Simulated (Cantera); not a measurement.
# Thermodynamics of nitride etching, feed BN + H₂

Input: 1 mol BN, a varied amount of H₂, held at 1175 °C and 19.0 Pa.

Cantera equilibrium calculation (NASA polynomials, part measured and part estimated; ideal gas, pure solids and liquids). Candidate condensed phases: B, BN; 15 gas species. Mutual solubility and eutectic melting of coexisting phases are not modelled. The numbers say what is thermodynamically allowed, not how fast it happens.

From 2.6 mol H₂ to 12 mol H₂ the condensed part is BN(s). From 14 mol H₂ to 16 mol H₂ the condensed part is B(s) + BN(s).

```
n(H₂) (mol)   x H₂       x H     x N₂    x BH₂    x BH₃      x B     x BH  n BN(s)    n B(s)
-----------  -----  --------  -------  -------  -------  -------  -------  -------  --------
2.6          0.999  0.000670  6.84e-6  5.67e-6  6.53e-8  2.05e-9  1.06e-9    1.000         0
3.1          0.999  0.000670  6.84e-6  5.67e-6  6.53e-8  2.05e-9  1.06e-9    1.000         0
3.6          0.999  0.000670  6.84e-6  5.67e-6  6.53e-8  2.05e-9  1.06e-9    1.000         0
4.3          0.999  0.000670  6.84e-6  5.67e-6  6.53e-8  2.05e-9  1.06e-9    1.000         0
5            0.999  0.000670  6.84e-6  5.67e-6  6.53e-8  2.05e-9  1.06e-9    1.000         0
6            0.999  0.000670  6.84e-6  5.67e-6  6.53e-8  2.05e-9  1.06e-9    1.000         0
7            0.999  0.000670  6.84e-6  5.67e-6  6.53e-8  2.05e-9  1.06e-9    1.000         0
8.3          0.999  0.000670  6.84e-6  5.67e-6  6.53e-8  2.05e-9  1.06e-9    1.000         0
9.8          0.999  0.000670  6.84e-6  5.67e-6  6.53e-8  2.05e-9  1.06e-9    1.000         0
12           0.999  0.000670  6.84e-6  5.67e-6  6.53e-8  2.05e-9  1.06e-9    1.000         0
14           0.999  0.000670  6.84e-6  5.67e-6  6.53e-8  2.05e-9  1.06e-9    1.000  0.000111
16           0.999  0.000670  6.84e-6  5.67e-6  6.53e-8  2.05e-9  1.06e-9    1.000  0.000127
```
x: gas mole fraction; n: condensed amount in mol.
